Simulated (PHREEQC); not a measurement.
Consider water at 25 °C and 300 atm with 0.28 mol Cu(NO3)2, 0.0013 mol HCl and 0.025 mol Na2SO4 per kg of water. It is in equilibrium with CO2 at log p = -3.4 (atm). Otherwise closed; pH follows from the charge balance.

The numbers come from PHREEQC with the ion-association model, phreeqc.dat.

```
quantity                   before    after
------------------------  -------  -------
pH                           3.06     3.11
ionic strength (mol/kgw)    0.860    0.882
Cu+2 (mol/kgw)              0.266    0.254
CuSO4 (mol/kgw)            0.0138   0.0262
Cl- (mol/kgw)             0.00113  0.00114
SI of Halite (NaCl)         -6.21    -5.91
```

Task: Which change was made?
A) Na2SO4 from 0.025 to 0.05 mol/kgw
B) temperature from 25 to 60 °C
C) diluted 10-fold with water
D) HCl replaced by NaCl at the same molality

Result: A, Na2SO4 from 0.025 to 0.05 mol/kgw

No solid was allowed to form. The ionic strength passes 0.7 mol/kgw, the rough limit of the ion-association models, in every such run. Under pressure, the constants of complexes without a molar volume in the database are unreliable.
